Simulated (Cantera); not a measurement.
A perfectly stirred reactor is fed with H2 : O2 = 0.24 : 1 (molar parts), equivalence ratio 0.12, at 0.00503 atm; it is held at 1225 K, and followed from long to short residence time.

Cantera simulation using the H2/O2 subset of GRI-Mech 3.0, which has no nitrogen chemistry; the numbers are that mechanism's predictions, not measurements. Radical loss at walls, strong at low pressure, is not modelled. The temperature is held fixed by assumption; the heat of reaction is taken as removed at once.

Task: Predict: x(H2) at τ = 25.0 s; x(O2) at τ = 25.0 s; x(H2O2) at τ = 25.0 s; x(O) at τ = 25.0 s; x(OH) at τ = 25.0 s; x(H2) at τ = 0.140 s; x(O2) at τ = 0.140 s; x(H2O2) at τ = 0.140 s; x(O) at τ = 0.140 s; x(OH) at τ = 0.140 s.

Result: 
```json
{
 "x(H2) at τ = 25.0 s": "0.000225",
 "x(O2) at τ = 25.0 s": "0.784",
 "x(H2O2) at τ = 25.0 s": "7.25e-8",
 "x(O) at τ = 25.0 s": "0.00138",
 "x(OH) at τ = 25.0 s": "0.00163",
 "x(H2) at τ = 0.140 s": "0.00525",
 "x(O2) at τ = 0.140 s": "0.745",
 "x(H2O2) at τ = 0.140 s": "1.42e-7",
 "x(O) at τ = 0.140 s": "0.0343",
 "x(OH) at τ = 0.140 s": "0.00787"
}
```
